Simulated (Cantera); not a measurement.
Input (Python, Cantera) and output of one run.

```python
import numpy as np
import cantera as ct

gas_names = [...]  # 118 gases of nasa_gas.yaml made of C, Cl, F, H
cond_names = """
    C(gr) C6H6(L) C7H8(L) C8H18(L),n-octa
""".split()


# ... load() reads the species with a 1 bar reference pressure and builds the phases ...
atoms = {
    'CH3F': {'C': 1, 'H': 3, 'F': 1},
    'HCl': {'H': 1, 'CL': 1},
    'H2': {'H': 2},
}
top_T = {'C(gr)': 4500}  # K; cautious upper limits of use, not melting points


# ... equilibrate(T, P, feed) seeds the gas with the atoms and calls Mixture.equilibrate('TP', solver="vcs", rtol=1e-11, max_steps=5000) ...
results = []
feed = {'CH3F': 1, 'HCl': 0.012, 'H2': 0.22}  # mol
P = 590  # Pa
for T in [1225, 1325, 1425, 1525, 1625, 1725, 1825, 1925, 2025, 2125, 2225, 2325, 2425, 2525]:
    mix = equilibrate(T, P, feed)
    results.append((T, P, feed, dict(zip(mix.species_names, mix.species_moles))))

top = {s: max(r[3][s] / sum(r[3][g] for g in gas_names) for r in results) for s in gas_names}
cols = sorted((s for s in top if top[s] > 0.0001), key=lambda s: -top[s])[:6]
seen = [c for c in cond_names if any(r[3].get(c, 0) > 1e-12 for r in results)]
print("log10 of partial pressures in bar; condensed amounts in mol")
print(f"{'T/K':>10s}" + "".join(f"{s[:9]:>10s}" for s in cols + seen))
for T, P, feed, n in results:
    ng = sum(n[g] for g in gas_names)
    print(f"{T:10.4g}" + "".join(f"{np.log10(max(n[s] / ng * P / 1e5, 1e-99)):10.3f}" for s in cols)
          + "".join(f"{n.get(c, 0):10.4g}" for c in seen))
```

Output:

```
log10 of partial pressures in bar; condensed amounts in mol
       T/K        H2        HF         H       HCL C2H2,acet        CL     C(gr)
      1225    -2.492    -2.578    -7.752    -4.499    -9.281    -9.824    0.9999
      1325    -2.492    -2.578    -7.032    -4.499    -8.562    -9.116         1
      1425    -2.492    -2.578    -6.412    -4.499    -7.944    -8.506         1
      1525    -2.492    -2.578    -5.872    -4.499    -7.409    -7.975         1
      1625    -2.492    -2.578    -5.397    -4.499    -6.941    -7.509    0.9999
      1725    -2.493    -2.578    -4.977    -4.500    -6.528    -7.096    0.9998
      1825    -2.494    -2.579    -4.603    -4.502    -6.162    -6.729    0.9995
      1925    -2.497    -2.580    -4.268    -4.506    -5.837    -6.401    0.9989
      2025    -2.503    -2.582    -3.967    -4.514    -5.547    -6.107    0.9978
      2125    -2.514    -2.585    -3.697    -4.527    -5.289    -5.844     0.996
      2225    -2.531    -2.591    -3.454    -4.548    -5.064    -5.610    0.9932
      2325    -2.558    -2.600    -3.238    -4.581    -4.869    -5.405     0.989
      2425    -2.600    -2.613    -3.047    -4.632    -4.707    -5.227    0.9832
      2525    -2.660    -2.630    -2.882    -4.704    -4.581    -5.077    0.9752
```

These are equilibrium values from Cantera (NASA tables, ideal gas, pure condensed phases), not measurements of a reactor.
